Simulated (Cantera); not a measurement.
Feed: 1 mol MgO, 3.7 mol Cl2, 3.8 mol N2, at 1375 K and 2.00 mbar.

Cantera equilibrium calculation (NASA polynomials, part measured and part estimated; ideal gas, pure solids and liquids). Candidate condensed phases: Mg, MgCl2, MgO; 18 gas species. The numbers say what is thermodynamically allowed, not how fast it happens.

Base state: N2 0.421, Cl 0.226, Cl2 0.187, MgCl2 0.111, O2 0.0553, NO 0.000236, ClO 6.93e-5 (mole fractions); condensed: gas only.

Task: What changes in the equilibrium state with this change: temperature from 1375 K to 1675 K?

Result: 
```tsv
species	before	after
Cl	0.226	0.480
N2	0.421	0.361
MgCl2	0.111	0.0950
Cl2	0.187	0.0163
O2	0.0553	0.0469
O	3.35e-6	0.000165
NO	0.000236	0.000842
ClO	6.93e-5	9.35e-5
```

Task: What changes in the equilibrium state with this change: pressure from 2.00 mbar to 0.100 bar?

Result: 
| species | before | after |
|---|---|---|
| N2 | 0.421 | 0.465 |
| Cl2 | 0.187 | 0.310 |
| MgCl2 | 0.111 | 0.122 |
| Cl | 0.226 | 0.0411 |
| O2 | 0.0553 | 0.0610 |
| ClO | 6.93e-5 | 9.39e-5 |
| NO | 0.000236 | 0.000260 |
